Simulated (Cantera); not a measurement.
Input: 1 mol SiH₄, 9.9 mol N₂, at 1373.15 K and 2.80 mbar.

Equilibrium computed with Cantera from the NASA thermochemical tables; the gas is ideal and each condensed phase is pure. Candidate condensed phases: Si, Si₃N₄; 18 gas species. N₂ is the only nitrogen source here; it is nearly inert below about 1500 K, so the nitride shown seldom forms there in practice. Equilibrium is a limit: real reactors are often held back by kinetics, nucleation or transport.

Task: What is the equilibrium state?

Result: 
| Quantity | Result |
|---|---|
| x(N₂) | 0.822 |
| x(H₂) | 0.178 |
| x(H) | 2.66e-5 |
| n(Si₃N₄(s)) | 0.333 mol |
| gas amount | 11.23 mol |
| log10 activity of Si(s) (absent) | -1.92 |
